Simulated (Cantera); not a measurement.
## Calcination and drying: K₂SO₄ + CO₂

A closed system holds: 1 mol K₂SO₄, 0.54 mol CO₂, held at 1900 Pa.

Method: chemical equilibrium by Gibbs-energy minimisation in Cantera with the NASA 1993 tables (ideal gas, pure condensed phases). Candidate condensed phases: C, K, KO₂, K₂CO₃, K₂O, K₂O₂, K₂S, K₂SO₄, S; 26 gas species. The numbers say what is thermodynamically allowed, not how fast it happens.

From 1650 K to 1800 K the condensed part is K₂SO₄(l). From 1850 K to 2200 K nothing is condensed. The main K-bearing gas is K₂SO₄ at 1650 K and K at 2200 K.

```
T (K)  log p CO₂  log p K  log p SO₂  log p O₂  log p K₂SO₄  log p CO  log p O  n K₂SO₄(l)
-----  ---------  -------  ---------  --------  -----------  --------  -------  ----------
1650       -1.78    -3.15      -3.45     -3.43        -3.06     -4.49    -6.30       0.961
1700       -1.83    -2.87      -3.17     -3.16        -2.84     -4.41    -5.93       0.923
1750       -1.93    -2.61      -2.91     -2.90        -2.63     -4.40    -5.58       0.836
1800       -2.18    -2.36      -2.66     -2.66        -2.44     -4.54    -5.25       0.526
1850       -2.48    -2.20      -2.50     -2.50        -2.53     -4.70    -4.96           0
1900       -2.58    -2.12      -2.42     -2.42        -2.94     -4.63    -4.74           0
1950       -2.63    -2.09      -2.39     -2.39        -3.48     -4.50    -4.54           0
2000       -2.65    -2.08      -2.38     -2.39        -4.08     -4.34    -4.37           0
2050       -2.66    -2.08      -2.38     -2.38        -4.68     -4.17    -4.20           0
2100       -2.67    -2.08      -2.38     -2.38        -5.25     -4.01    -4.05           0
2150       -2.68    -2.08      -2.38     -2.38        -5.80     -3.86    -3.90           0
2200       -2.69    -2.09      -2.39     -2.38        -6.33     -3.72    -3.76           0
```
log p: log10 of the partial pressure in bar; n: condensed amount in mol.
